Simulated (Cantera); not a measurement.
Feed: 1 mol Si3H8, 130 mol H2, at 45.0 mbar.

Equilibrium computed with Cantera from the NASA thermochemical tables; the gas is ideal and each condensed phase is pure. Candidate condensed phases: Si; 9 gas species. The feed counts by its element totals alone. Rates play no part. All values below are at 1625 K.

Base state: H2 1.000, H 0.000333 (mole fractions); condensed: Si(s).

Problem. What changes in the equilibrium state with this change: pressure from 45.0 mbar to 1.33 mbar?

Solution. 
```
species       before     after
----------  --------  --------
H2             1.000     0.998
H           0.000333   0.00193
Si           3.62e-6  0.000122
Si(s), mol      3.00      2.98
```
